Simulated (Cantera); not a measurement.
A perfectly stirred reactor is fed with CH4 : N2 = 1 : 1.6 (molar parts), at 100000 Pa; it is held at 1375 K, and followed from long to short residence time.

Detailed kinetics in Cantera: GRI-Mech 3.0 (53 species, 325 reactions). GRI-Mech 3.0 stops at C3 and has no aromatics, soot or wall deposition, so with more carbon than oxygen in the feed, carbon stays in small species such as C2H2 where larger ones or solid carbon would form.

### Question
What does this change do: pressure from 100000 Pa to 68.0 Pa?

### Answer
```tsv
quantity	before	after
x(CH4) at τ = 23.0 s	0.186	0.373
x(CH3) at τ = 23.0 s	1.88e-5	0.000328
x(C2H6) at τ = 23.0 s	0.000115	2.92e-5
x(C2H) at τ = 23.0 s	2.45e-10	8.91e-11
x(C2H4) at τ = 23.0 s	0.0141	0.00233
x(CH4) at τ = 0.190 s	0.378	0.385
x(CH3) at τ = 0.190 s	3.83e-5	3.59e-6
x(C2H6) at τ = 0.190 s	0.000486	5.45e-10
x(C2H) at τ = 0.190 s	4.32e-12	<1e-12
x(C2H4) at τ = 0.190 s	0.00116	4.12e-9
```
Radical loss at walls, strong at low pressure, is not modelled.

### Question
What does this change do: pressure from 100000 Pa to 2670 Pa?

### Answer
```tsv
quantity	before	after
x(CH4) at τ = 23.0 s	0.186	0.319
x(CH3) at τ = 23.0 s	1.88e-5	0.000107
x(C2H6) at τ = 23.0 s	0.000115	0.000105
x(C2H) at τ = 23.0 s	2.45e-10	3.06e-10
x(C2H4) at τ = 23.0 s	0.0141	0.00158
x(CH4) at τ = 0.190 s	0.378	0.384
x(CH3) at τ = 0.190 s	3.83e-5	6.45e-5
x(C2H6) at τ = 0.190 s	0.000486	3.10e-5
x(C2H) at τ = 0.190 s	4.32e-12	<1e-12
x(C2H4) at τ = 0.190 s	0.00116	5.29e-5
```
Radical loss at walls, strong at low pressure, is not modelled.
